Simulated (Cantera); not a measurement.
Adiabatic ignition

An adiabatic, constant-pressure homogeneous reactor starts with CH4 : C2H6 : C3H8 : O2 : N2 = 1 : 0.071 : 0.032 : 1.2 : 4.53 (molar parts), at 1125 K and 5930 Torr.

Model: GRI-Mech 3.0 (53 species, 325 reactions), integrated in Cantera.

```tsv
t (s)	T (K)	x CH4	x C2H6	x C3H8	x C2H	x NO	x H	x C2H4
2.00e-6	1125	0.146	0.0104	0.00468	<1e-12	<1e-12	1.07e-11	5.75e-9
7.02e-6	1125	0.146	0.0104	0.00468	<1e-12	<1e-12	1.39e-11	2.60e-8
2.47e-5	1125	0.146	0.0104	0.00468	<1e-12	<1e-12	2.71e-11	1.22e-7
8.66e-5	1125	0.146	0.0104	0.00468	<1e-12	<1e-12	1.10e-10	7.54e-7
0.000304	1125	0.146	0.0104	0.00468	<1e-12	<1e-12	1.30e-9	8.06e-6
0.00107	1126	0.146	0.0103	0.00463	<1e-12	<1e-12	1.45e-8	0.000170
0.00375	1186	0.137	0.00824	0.00328	<1e-12	<1e-12	6.91e-7	0.00441
0.0132	2225	3.50e-9	<1e-12	<1e-12	<1e-12	3.35e-5	0.000941	<1e-12
0.0462	2225	3.38e-9	<1e-12	<1e-12	<1e-12	1.34e-5	0.000942	<1e-12
0.162	2225	3.37e-9	<1e-12	<1e-12	<1e-12	9.02e-6	0.000942	<1e-12
0.570	2225	3.37e-9	<1e-12	<1e-12	<1e-12	8.93e-6	0.000942	<1e-12
2.00	2225	3.37e-9	<1e-12	<1e-12	<1e-12	8.93e-6	0.000942	<1e-12
```
x: mole fraction; the columns are a selection and need not sum to one.

```
Property                                                             Value
---------------------------------  ---------------------------------------
time of steepest temperature rise                                  4.11 ms
temperature at 2.00 s                                               2225 K
equilibrium temperature                                             2225 K
x(CH4) at 2.00 s                   3.37e-9 (gas-phase equilibrium 3.80e-9)
x(C2H6) at 2.00 s                    <1e-12 (gas-phase equilibrium <1e-12)
x(C3H8) at 2.00 s                    <1e-12 (gas-phase equilibrium <1e-12)
```
